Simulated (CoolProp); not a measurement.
The fluid at 333.25 K and 2.3 MPa is compressed adiabatically to 6.78 MPa with isentropic efficiency 0.75. The same conditions are run with several fluids, on thermodynamics alone (safety and materials aside).

Computed with CoolProp (reference Helmholtz-energy equation of state of each fluid (CH2F2 (R32): Tillner-Roth 1997; nitrous oxide: Lemmon 2006; nitrogen: Span 2000; R13: Platzer 1990; C2F6 (R116): Lemmon 2006)). The equations of Platzer and Polt are older, rougher fits.

Problem. Rank CH2F2 (R32), nitrous oxide, nitrogen, R13, C2F6 (R116) by work (kJ/kg), highest first.

Solution. nitrogen (170), nitrous oxide (91.9), CH2F2 (R32) (65.1), R13 (33.0), C2F6 (R116) (23.3)

```csv
fluid,final temperature (K),final phase,final density (kg/m³)
CH2F2 (R32),425.4,supercritical,131
nitrous oxide,442.4,gas,89.5
nitrogen,494.0,supercritical,44.9
R13,400.9,supercritical,272
C2F6 (R116),380.5,supercritical,403
```
